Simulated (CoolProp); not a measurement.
A Linde-Hampson liquefier for methane: isothermal reversible compression at 290 K from 1 atm to 20 MPa, throttling to 1 atm, return gas leaving the recuperator 10 K below the feed. Each further row changes one setting.

The numbers come from the reference Helmholtz-energy equation of state, Setzmann 1991 in CoolProp.

| case | liquid yield per pass | compression work (kJ/kg of gas) |
|---|---|---|
| as stated | (withheld) | 747 |
| high pressure 40 MPa | (withheld) | (withheld) |
| warm-end temperature 320 K | (withheld) | (withheld) |
| warm-end gap 15 K | 0.185 | 747 |

What belongs in the gaps?


- as stated, liquid yield per pass: 0.196
- high pressure 40 MPa, liquid yield per pass: 0.249
- high pressure 40 MPa, compression work (kJ/kg of gas): 840
- warm-end temperature 320 K, liquid yield per pass: 0.141
- warm-end temperature 320 K, compression work (kJ/kg of gas): 842
